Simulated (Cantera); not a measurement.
Cantera run, input and output.

```python
import numpy as np
import cantera as ct

gas = ct.Solution("gri30.yaml")
gas.TPX = 1350, 1333, {'N2O': 1, 'O2': 1.5}
reactor = ct.IdealGasConstPressureReactor(gas, energy="off", clone=False)
net = ct.ReactorNet([reactor])
net.rtol, net.atol = 1e-08, 1e-18
show = ['N2O', 'O2', 'NO', 'N2', 'NO2', 'O']
times = np.geomspace(1e-05, 20, 10)

steps = ct.SolutionArray(gas, extra=["t"])
rows = []
print(f"{'t/s':>10s}{'T/K':>9s}{'P/Pa':>11s}" + "".join(f"{s:>11s}" for s in show))
for t in times:
    while net.time < t:
        t_next = net.step()
        steps.append(gas.state, t=t_next)
    rows.append([np.interp(t, steps.t, y) for y in (steps.T, steps.P, *steps(*show).X.T)])
    print(f"{t:10.3e}{rows[-1][0]:9.1f}{rows[-1][1]:11.4g}" + "".join(f"{x:11.3e}" for x in rows[-1][2:]))
rate = np.gradient(steps.T, steps.t)
print("integrator steps:", len(steps.t))
if steps.T.max() > steps.T[0] + 200:
    print(f"time of steepest temperature rise: {steps.t[rate.argmax()]:.4e} s")
gas.TPX = 1350, 1333, {'N2O': 1, 'O2': 1.5}
gas.equilibrate("TP")
print(f"equilibrium (TP): T = {gas.T:.1f} K  " + "  ".join(f"{s} {gas[s].X[0]:.3e}" for s in show))
```

Result:

```
       t/s      T/K       P/Pa        N2O         O2         NO         N2        NO2          O
 1.000e-05   1350.0       1333  4.000e-01  6.000e-01  5.053e-10  2.060e-07  4.290e-18  2.033e-07
 5.013e-05   1350.0       1333  4.000e-01  6.000e-01  1.240e-08  1.056e-06  5.322e-16  9.907e-07
 2.513e-04   1350.0       1333  4.000e-01  6.000e-01  2.842e-07  5.829e-06  6.637e-14  4.323e-06
 1.260e-03   1350.0       1333  4.000e-01  6.000e-01  4.771e-06  3.726e-05  6.989e-12  1.196e-05
 6.316e-03   1350.0       1333  3.997e-01  6.000e-01  3.963e-05  2.245e-04  3.697e-10  1.433e-05
 3.166e-02   1350.0       1333  3.985e-01  6.001e-01  2.181e-04  1.171e-03  1.045e-08  1.433e-05
 1.587e-01   1350.0       1333  3.923e-01  6.007e-01  1.103e-03  5.863e-03  2.046e-07  1.433e-05
 7.958e-01   1350.0       1333  3.630e-01  6.035e-01  5.305e-03  2.815e-02  2.010e-06  1.433e-05
 3.989e+00   1350.0       1333  2.492e-01  6.143e-01  2.163e-02  1.148e-01  9.700e-06  1.430e-05
 2.000e+01   1350.0       1333  4.448e-02  6.338e-01  5.086e-02  2.708e-01  2.455e-05  1.385e-05
integrator steps: 545
equilibrium (TP): T = 1350.0 K  N2O 3.066e-09  O2 6.663e-01  NO 6.304e-04  N2 3.330e-01  NO2 1.152e-06  O 3.003e-06
```

Detailed kinetics in Cantera: GRI-Mech 3.0 (53 species, 325 reactions). GRI-Mech 3.0 was tuned for natural gas; its chemistry of N2O as a main component is partial and can be far from experiment. Radical loss at walls, strong at low pressure, is not modelled. The mechanism lacks the step 2 NO + O2 → 2 NO2, which can matter for NO2 below about 1400 K. The temperature is held fixed by assumption; the heat of reaction is taken as removed at once.
